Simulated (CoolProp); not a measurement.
R1224YDZ along the isotherm 473.1 K: Z from the reference equation and from simpler models built on Tc = 428.7 K, pc = 3.334 MPa, ω = 0.325; each cubic takes its own stable root.

The numbers come from the reference Helmholtz-energy equation of state, Akasaka 2023 in CoolProp.

```json
[
 {"p (MPa)": "0.0527", "phase": "gas", "reference": "0.9961", "van der Waals": "0.9963", "Redlich-Kwong": "0.9960", "Soave-Redlich-Kwong": "0.9962", "Peng-Robinson": "0.9957"},
 {"p (MPa)": "0.089", "phase": "gas", "reference": "0.9934", "van der Waals": "0.9937", "Redlich-Kwong": "0.9932", "Soave-Redlich-Kwong": "0.9936", "Peng-Robinson": "0.9927"},
 {"p (MPa)": "0.15", "phase": "gas", "reference": "0.9889", "van der Waals": "0.9894", "Redlich-Kwong": "0.9884", "Soave-Redlich-Kwong": "0.9892", "Peng-Robinson": "0.9877"},
 {"p (MPa)": "0.253", "phase": "gas", "reference": "0.9813", "van der Waals": "0.9821", "Redlich-Kwong": "0.9804", "Soave-Redlich-Kwong": "0.9817", "Peng-Robinson": "0.9791"},
 {"p (MPa)": "0.428", "phase": "gas", "reference": "0.9681", "van der Waals": "0.9694", "Redlich-Kwong": "0.9666", "Soave-Redlich-Kwong": "0.9689", "Peng-Robinson": "0.9645"},
 {"p (MPa)": "0.722", "phase": "gas", "reference": "0.9455", "van der Waals": "0.9474", "Redlich-Kwong": "0.9430", "Soave-Redlich-Kwong": "0.9470", "Peng-Robinson": "0.9397"},
 {"p (MPa)": "1.22", "phase": "gas", "reference": "?", "van der Waals": "0.9083", "Redlich-Kwong": "0.9015", "Soave-Redlich-Kwong": "0.9088", "Peng-Robinson": "0.8968"},
 {"p (MPa)": "2.06", "phase": "gas", "reference": "0.8358", "van der Waals": "?", "Redlich-Kwong": "0.8264", "Soave-Redlich-Kwong": "0.8407", "Peng-Robinson": "0.8215"},
 {"p (MPa)": "3.47", "phase": "supercritical", "reference": "0.7057", "van der Waals": "0.6792", "Redlich-Kwong": "0.6801", "Soave-Redlich-Kwong": "0.7142", "Peng-Robinson": "0.6857"},
 {"p (MPa)": "5.85", "phase": "supercritical", "reference": "0.4412", "van der Waals": "0.4419", "Redlich-Kwong": "0.4414", "Soave-Redlich-Kwong": "0.5107", "Peng-Robinson": "?"},
 {"p (MPa)": "9.88", "phase": "supercritical", "reference": "0.4591", "van der Waals": "0.5869", "Redlich-Kwong": "0.5080", "Soave-Redlich-Kwong": "0.5399", "Peng-Robinson": "0.4945"},
 {"p (MPa)": "16.7", "phase": "supercritical", "reference": "0.6630", "van der Waals": "0.8721", "Redlich-Kwong": "0.7141", "Soave-Redlich-Kwong": "0.7372", "Peng-Robinson": "0.6689"}
]
```

Task: Some entries are withheld; supply them.

Result: 
- 1.22, reference: 0.9061
- 2.06, van der Waals: 0.8352
- 5.85, Peng-Robinson: 0.4791
